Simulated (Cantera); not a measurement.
A closed system holds: 1 mol CaF₂, 0.1 mol H₂O, 57 mol H₂, at 1700 °C and 2.40 mbar.

Equilibrium computed with Cantera from the NASA thermochemical tables; the gas is ideal and each condensed phase is pure. The numbers say what is thermodynamically allowed, not how fast it happens.

```tsv
species	before	after
H₂	0.938	0.923
H	0.0267	0.0391
HF	0.0163	0.0190
Ca	0.00592	0.00730
CaF₂	0.00645	0.00502
CaOH	1.98e-5	1.66e-5
CaF	0.00446	0.00437
H₂O	0.00166	0.00165
```
Gas species are given as mole fractions.

Q: Which change was made?
(A) temperature from 1700 °C to 1075 °C
(B) pressure from 2.40 mbar to 1.10 mbar
(C) temperature from 1700 °C to 850 °C
(D) temperature from 1700 °C to 902 °C

A: B, pressure from 2.40 mbar to 1.10 mbar
